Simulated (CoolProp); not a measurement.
The fluid at 298.15 K and 0.0471 MPa flows at 0.39 m/s in a round tube of 100 mm bore and 0.25 µm roughness, fully developed (64/Re and Nu = 3.66 if laminar; Colebrook and Gnielinski if turbulent). The same conditions are run with several fluids, on thermodynamics alone (safety and materials aside).

Model: reference Helmholtz-energy equation of state of each fluid (R124: de Vries 1995; C3F8 (R218): Lemmon 2006; dry air: Lemmon 2000), in CoolProp. Blends and air are pseudo-pure fits.

Task: Rank R124, C3F8 (R218), dry air by Reynolds number, highest first.

Result: C3F8 (R218) (11300), R124 (7940), dry air (1160)

| fluid | Darcy friction factor | pressure drop (Pa/m) | heat-transfer coefficient (W/(m² K)) | mass flow (kg/h) |
|---|---|---|---|---|
| R124 | 0.0329 | 0.0656 | 3.21 | 28.9 |
| C3F8 (R218) | 0.0299 | 0.0820 | 4.28 | 39.8 |
| dry air | 0.0550 | 0.0230 | 0.960 | 6.07 |

Transport values come from each fluid's own correlations; those of R124, C3F8 (R218) are estimates that may be off by 10 % or more.
